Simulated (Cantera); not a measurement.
Cantera run:

```python
import numpy as np
import cantera as ct

gas_names = """
    C CN CO CO2 C2 CCN CNC C2N2 C2O C3 C3O2 C4 C4N2 C5 Cu CuO Cu2 N NCO NO NO2 NO3 N2 N2O O O2 O3
""".split()
cond_names = """
    C(gr) Cu(cr) Cu(L) CuO(s) Cu2O(s) Cu2O(L)
""".split()


# ... load() reads the species with a 1 bar reference pressure and builds the phases ...
atoms = {
    'CuO': {'Cu': 1, 'O': 1},
    'CO': {'C': 1, 'O': 1},
    'N2': {'N': 2},
}
top_T = {'C(gr)': 4500, 'CuO(s)': 1390}  # K; cautious upper limits of use, not melting points


# ... equilibrate(T, P, feed) seeds the gas with the atoms and calls Mixture.equilibrate('TP', solver="vcs", rtol=1e-11, max_steps=5000) ...
results = []
feed = {'CuO': 1, 'CO': 7.9, 'N2': 0.32}  # mol
P = 10000  # Pa
for T in [898, 1048, 1198, 1348, 1498, 1648, 1798, 1948, 2098]:
    mix = equilibrate(T, P, feed)
    results.append((T, P, feed, dict(zip(mix.species_names, mix.species_moles))))
    x = sorted(zip(gas.X, gas.species_names), reverse=True)
    print(f"T = {T:g} K  P = {P:g} Pa  gas = {mix.phase_moles(0):.4g} mol")
    print("   x: " + "  ".join(f"{s} {v:.3e}" for v, s in x if v > 1e-05))
    print("   condensed (mol): " + ("  ".join(f"{mix.phase(i).name} {mix.phase_moles(i):.4g}"
          for i in range(1, mix.n_phases) if mix.phase_moles(i) > 1e-12) or "none"))
```

Result:

```
T = 898 K  P = 10000 Pa  gas = 7.24 mol
   x: CO 6.823e-01  CO2 2.735e-01  N2 4.420e-02
   condensed (mol): C(gr) 0.9803  Cu(cr) 1
T = 1048 K  P = 10000 Pa  gas = 8.22 mol
   x: CO 8.394e-01  CO2 1.217e-01  N2 3.893e-02
   condensed (mol): Cu(cr) 1
T = 1198 K  P = 10000 Pa  gas = 8.22 mol
   x: CO 8.394e-01  CO2 1.217e-01  N2 3.893e-02
   condensed (mol): Cu(cr) 1
T = 1348 K  P = 10000 Pa  gas = 8.22 mol
   x: CO 8.394e-01  CO2 1.217e-01  N2 3.893e-02
   condensed (mol): Cu(cr) 1
T = 1498 K  P = 10000 Pa  gas = 8.221 mol
   x: CO 8.393e-01  CO2 1.216e-01  N2 3.893e-02  Cu 7.951e-05
   condensed (mol): Cu(L) 0.9993
T = 1648 K  P = 10000 Pa  gas = 8.227 mol
   x: CO 8.388e-01  CO2 1.216e-01  N2 3.890e-02  Cu 7.899e-04
   condensed (mol): Cu(L) 0.9935
T = 1798 K  P = 10000 Pa  gas = 8.264 mol
   x: CO 8.350e-01  CO2 1.210e-01  N2 3.872e-02  Cu 5.291e-03  Cu2 1.006e-05
   condensed (mol): Cu(L) 0.9561
T = 1948 K  P = 10000 Pa  gas = 8.442 mol
   x: CO 8.173e-01  CO2 1.185e-01  N2 3.791e-02  Cu 2.620e-02  Cu2 9.021e-05
   condensed (mol): Cu(L) 0.7773
T = 2098 K  P = 10000 Pa  gas = 9.164 mol
   x: CO 7.529e-01  CO2 1.091e-01  Cu 1.025e-01  N2 3.491e-02  Cu2 5.809e-04
   condensed (mol): Cu(L) 0.05042
```

Method: chemical equilibrium by Gibbs-energy minimisation in Cantera with the NASA 1993 tables (ideal gas, pure condensed phases).
